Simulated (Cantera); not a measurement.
Charge: 1 mol C2F6, 0.043 mol F2, 3.4 mol H2, at 1175 K and 0.0330 Torr.

Cantera equilibrium calculation (NASA polynomials, part measured and part estimated; ideal gas, pure solids and liquids). Candidate condensed phases: C, C6H6, C7H8, C8H18; 95 gas species. The feed counts by its element totals alone. Equilibrium is a limit: real reactors are often held back by kinetics, nucleation or transport.

Base state: HF 0.945, H2 0.0554 (mole fractions); condensed: C(graphite).

Task: What changes in the equilibrium state with this change: temperature from 1175 K to 3025 K?

Result: 
```
species            before     after
----------------  -------  --------
H                 4.35e-6     0.443
F                   <1e-9     0.389
C                   <1e-9     0.114
HF                  0.945    0.0403
H2                 0.0554  0.000297
C2                  <1e-9   0.00574
C3                  <1e-9   0.00439
C(graphite), mol     2.00         0
```
